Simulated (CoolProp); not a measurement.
A single-stage vapour-compression cycle with R1336mzz(E): evaporating at 265.15 K (dew point), condensing at 334.15 K (bubble point), superheat 2 K, subcooling 0 K, compressor efficiency 0.8, no pressure losses. Each further row changes one setting.

Model: reference Helmholtz-energy equation of state, Akasaka 2023, in CoolProp.

```tsv
case	cooling COP	pressure ratio	discharge temperature (K)	refrigerating effect (kJ/kg)	volumetric capacity (kJ/m³)
as stated	1.88	11.5	334.2	76.6	296
evaporating temperature 270.15 K	2.16	9.18	334.2	80.2	384
condensing temperature 329.15 K	2.15	10.1	329.2	83.2	321
subcooling 5 K	(withheld)	11.5	334.2	83.2	321
superheat 12 K	(withheld)	11.5	339.8	84.6	313
compressor efficiency 0.7	(withheld)	11.5	335.2	76.6	296
```

**Question.** Fill in the missing entries.

**Answer.** 
- subcooling 5 K, cooling COP: 2.04
- superheat 12 K, cooling COP: 1.96
- compressor efficiency 0.7, cooling COP: 1.64

The compression ends wet for: as stated; evaporating temperature 270.15 K; condensing temperature 329.15 K; subcooling 5 K.
